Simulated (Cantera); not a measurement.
Input (Python, Cantera) and output of one run.

```python
import numpy as np
import cantera as ct

gas_names = """
    B3O3F3 OH HF O2 HBO2 H B2O3
""".split()
cond_names = """
    B(b) B(L)
""".split()


# ... load() reads the species with a 1 bar reference pressure and builds the phases ...
species = {s.name: s for s in load("nasa_gas.yaml", gas_names) + load("nasa_condensed.yaml", cond_names)}
# Each term lists the table entries of one substance; the one whose range holds T is used.
reactions = {
    'B3O3F3(g) + 3 OH(g) = 3 B + 3 HF(g) + 3 O2(g)':
        [(-1, ['B3O3F3']), (-3, ['OH']), (3, ['B(b)', 'B(L)']), (3, ['HF']), (3, ['O2'])],
    'B + 3 HBO2(g) = 3 H(g) + 2 B2O3(g)':
        [(-1, ['B(b)', 'B(L)']), (-3, ['HBO2']), (3, ['H']), (2, ['B2O3'])],
}


def pick(names, T):
    return next(species[n] for n in names if species[n].thermo.min_temp <= T <= species[n].thermo.max_temp)


results = []
for label, terms in reactions.items():
    print(label)
    print("     T/K   dH/kJ  dS/(J/K)   dG/kJ   log10 K")
    for T in [300, 1623, 1723, 1823, 1923, 2023]:
        used = [(nu, pick(names, T)) for nu, names in terms]
        dH = sum(nu * s.thermo.h(T) for nu, s in used) / 1e6
        dS = sum(nu * s.thermo.s(T) for nu, s in used) / 1e3
        dG = dH - T * dS / 1e3
        logK = -dG * 1e6 / (ct.gas_constant * T * np.log(10))
        results.append((label, T, dH, dS, dG, logK, [s.name for _, s in used]))
        print(f"{T:8g} {dH:8.1f} {dS:8.1f} {dG:8.1f} {logK:8.2f}")
```

Result:

```
B3O3F3(g) + 3 OH(g) = 3 B + 3 HF(g) + 3 O2(g)
     T/K   dH/kJ  dS/(J/K)   dG/kJ   log10 K
     300   1429.5    260.6   1351.3  -235.27
    1623   1420.2    251.6   1011.8   -32.56
    1723   1419.6    251.2    986.7   -29.91
    1823   1419.0    250.9    961.6   -27.55
    1923   1418.5    250.7    936.5   -25.44
    2023   1418.2    250.5    911.4   -23.53
B + 3 HBO2(g) = 3 H(g) + 2 B2O3(g)
     T/K   dH/kJ  dS/(J/K)   dG/kJ   log10 K
     300    664.1    187.1    608.0  -105.85
    1623    707.5    252.4    297.8    -9.59
    1723    709.1    253.4    272.6    -8.26
    1823    710.5    254.2    247.2    -7.08
    1923    711.8    254.9    221.7    -6.02
    2023    713.0    255.4    196.2    -5.07
```

Source: NASA polynomial tables (part measured, part estimated), evaluated in Cantera. Condensed species are held in their standard states even where they would react or evaporate.
